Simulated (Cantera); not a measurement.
Charge: 1 mol Si, 2.3 mol HCl, 0.25 mol H2, held at 1100 K and 11.0 bar.

These are equilibrium values from Cantera (NASA tables, ideal gas, pure condensed phases), not measurements of a reactor. Candidate condensed phases: Si; 19 gas species. The tables' values for SiCl3 are old estimates; treat these amounts as uncertain. Kinetics and transport are ignored.

Base state: H2 0.648, SiCl4 0.189, SiHCl3 0.134, HCl 0.0135, SiH2Cl2 0.0113, SiCl3 0.00280, SiCl2 0.000576, SiH3Cl 0.000254 (mole fractions); condensed: Si(s).

Task: What changes in the equilibrium state with this change: Si replaced by SiCl4?

Result: 
```tsv
species	before	after
HCl	0.0135	0.648
SiCl4	0.189	0.281
H2	0.648	0.0700
SiHCl3	0.134	0.000448
SiH2Cl2	0.0113	8.54e-8
SiH3Cl	0.000254	<1e-9
SiCl2	0.000576	4.02e-8
SiCl3	0.00280	2.85e-5
Si(s), mol	0.355	0
```
